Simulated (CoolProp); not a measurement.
Vapour-liquid equilibrium of R113 (1) + acetone (2) at -16.85 °C; x and y are mole fractions of (1).

The numbers come from the multi-fluid Helmholtz-energy mixture model, Marx 1992 and Lemmon 2006; pair parameters Bell 2016 in CoolProp.

```csv
x,"bubble pressure, mixture model (MPa)","bubble pressure, Raoult's law (MPa)","y, mixture model","y, Raoult's law"
0.05,0.004377,0.003685,0.226,0.085
0.125,0.005282,0.003886,0.399,0.200
0.2,0.005894,0.004087,0.493,0.305
0.275,0.006303,0.004287,0.550,0.399
0.35,0.006575,0.004488,0.590,0.486
0.425,0.006757,0.004689,0.619,0.565
0.5,0.006880,0.004890,0.644,0.637
0.575,0.006962,0.005091,0.666,0.704
0.65,0.007012,0.005291,0.690,0.765
0.725,0.007027,0.005492,0.719,0.822
0.8,0.006990,0.005693,0.758,0.875
0.875,0.006862,0.005894,0.814,0.925
0.95,0.006571,0.006094,0.904,0.971
```

The largest gap from Raoult's law is +47.0 % in bubble pressure, at x = 0.275. y crosses x between x = 0.65 and 0.725: the model has an azeotrope there.

Pair parameters are fitted to limited data, so mixtures are less certain than the pure fluids.
